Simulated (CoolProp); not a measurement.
Vapour-liquid equilibrium of R125 (1) + n-butane (2) at 0.58 MPa; x and y are mole fractions of (1).

The numbers come from the multi-fluid Helmholtz-energy mixture model, Lemmon 2005 and Bücker 2006; pair parameters Bell 2016 in CoolProp.

### Question
Give the bubble temperature and the first vapour's composition at x = 0.125, 0.275, 0.425. Is there an azeotrope?

### Answer
x = 0.125: 20.4 °C, y = 0.640; x = 0.275: 6.4 °C, y = 0.791; x = 0.425: 1.9 °C, y = 0.834. No azeotrope shows between x = 0.05 and 0.95.

Pair parameters are fitted to limited data, so mixtures are less certain than the pure fluids. With so large a gap from Raoult's law the liquid may split in two, which this calculation doesn't test in full.
